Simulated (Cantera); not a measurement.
An adiabatic, constant-volume homogeneous reactor starts with 45.7 % H₂, 10.9 % O₂, 40.9 % N₂, 2.42 % H₂O, at 1050 K and 1.40 bar.

Cantera simulation using GRI-Mech 3.0 (53 species, 325 reactions); the numbers are that mechanism's predictions, not measurements.

Predict: time of steepest temperature rise; temperature at 3.00 s; equilibrium temperature; x(H₂) at 3.00 s; x(O₂) at 3.00 s; x(H₂O) at 3.00 s; x(NO₂) at 3.00 s; x(HO₂) at 3.00 s.


| Item | Value |
|---|---|
| time of steepest temperature rise | 0.218 ms |
| temperature at 3.00 s | 2772 K |
| equilibrium temperature | 2772 K |
| x(H₂) at 3.00 s | 0.259 (gas-phase equilibrium 0.259) |
| x(O₂) at 3.00 s | 0.000117 (gas-phase equilibrium 0.000117) |
| x(H₂O) at 3.00 s | 0.261 (gas-phase equilibrium 0.261) |
| x(NO₂) at 3.00 s | 1.89e-8 (gas-phase equilibrium 1.89e-8) |
| x(HO₂) at 3.00 s | 2.14e-7 (gas-phase equilibrium 2.14e-7) |
